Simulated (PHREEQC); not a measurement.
A made-up water analysis in mmol/kgw, 25 °C, pH 2.33, pe 9.5: Na 7.83; K 0.000665; Ca 6.57; Mg 0.138; Cl 6.64; S(6) 11.8; Cu(2) 0.603.

Valence states are taken as typed.

Equilibrium calculation in PHREEQC: ion-association model, wateq4f.dat.

Each row changes one thing in this solution. This is a speciation only: nothing precipitates in the calculation.

```
case                                               ionic strength (mol/kgw)  SO4-2 (mol/kgw)  Ca+2 (mol/kgw)  HSO4- (mol/kgw)  CaSO4 (mol/kgw)  CuSO4 (mol/kgw)  SI of Gypsum (CaSO4:2H2O)  SI of Halite (NaCl)
-------------------------------------------------  ------------------------  ---------------  --------------  ---------------  ---------------  ---------------  -------------------------  -------------------
as made                                                              0.0365          0.00752         0.00470          0.00205          0.00181         0.000171                      -0.46                -6.03
Ca from 6.57 to 13.1 mmol/kgw                                        0.0452          0.00664         0.00998       (withheld)       (withheld)         0.000144                      -0.24                -6.04
temperature from 25 to 10 °C at the same typed pH                (withheld)          0.00805         0.00479          0.00163       (withheld)         0.000169                      -0.40                -5.99
```

What belongs in the gaps?


- Ca from 6.57 to 13.1 mmol/kgw, HSO4- (mol/kgw): 0.00173
- Ca from 6.57 to 13.1 mmol/kgw, CaSO4 (mol/kgw): 0.00302
- temperature from 25 to 10 °C at the same typed pH, ionic strength (mol/kgw): 0.0375
- temperature from 25 to 10 °C at the same typed pH, CaSO4 (mol/kgw): 0.00173

At this temperature some constants are extrapolated from 25 °C, and those without enthalpy data are left unchanged.
